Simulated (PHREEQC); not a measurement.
Make-up at 20 °C: 0.49 mmol/kgw Li2CO3. Closed to the air; pH follows from the charge balance.

Computed with PHREEQC (Pitzer model, pitzer.dat).

Each row changes one thing in this solution. No solid was allowed to form.

```
case                                        pH  ionic strength (mol/kgw)  CO3-2 (mol/kgw)  HCO3- (mol/kgw)  CO2 (mol/kgw)
---------------------------------------  -----  ------------------------  ---------------  ---------------  -------------
as made                                  10.47                   0.00126         0.000282         0.000208        1.61e-8
Li2CO3 from 0.00049 to 4.9e-05 mol/kgw    9.76                  0.000108          9.57e-6          3.94e-5        1.61e-8
temperature from 20 to 80 °C                 …                   0.00104          5.78e-5         0.000432        5.47e-7
diluted 10-fold with water                9.76                  0.000108          9.57e-6          3.94e-5        1.61e-8
Li2CO3 from 0.00049 to 0.000245 mol/kgw      …                  0.000602         0.000112         0.000133        1.61e-8
0.00026 mol/kgw CO2 added                    …                   0.00116         0.000181         0.000569        1.87e-7
temperature from 20 to 55 °C                 …                   0.00111         0.000131         0.000359        1.38e-7
temperature from 20 to 30 °C                 …                   0.00122         0.000237         0.000253        3.05e-8
```

### Question
Some entries are withheld; supply them.

### Answer

- temperature from 20 to 80 °C, pH: 9.21
- Li2CO3 from 0.00049 to 0.000245 mol/kgw, pH: 10.28
- 0.00026 mol/kgw CO2 added, pH: 9.84
- temperature from 20 to 55 °C, pH: 9.67
- temperature from 20 to 30 °C, pH: 10.22

Constants without temperature data keep their 25 °C values here.
